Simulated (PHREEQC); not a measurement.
Dissolve 0.0025 mol/kgw HCl, 0.002 mol/kgw NiSO4 and 5.7e-05 mol/kgw MnSO4 at 75 °C. Closed to the air; pH follows from the charge balance.

The numbers come from PHREEQC with the ion-association model, wateq4f.dat.

No solid was allowed to form.

**Question.** Order these Mn species by the share of Mn that they hold, largest first: MnCl+, Mn+2, MnSO4.

**Answer.** Mn+2 (82 %), MnSO4 (18 %), MnCl+ (0.55 %)

**Question.** Order these Ni species by the share of Ni that they hold, largest first: NiSO4, NiCl+, Ni+2.

**Answer.** Ni+2 (87 %), NiSO4 (13 %), NiCl+ (0.35 %)

The pH is 2.75 and the ionic strength 0.00853 mol/kgw. Away from 25 °C the constants follow the database's enthalpies or fits; those with neither stay at their 25 °C values.
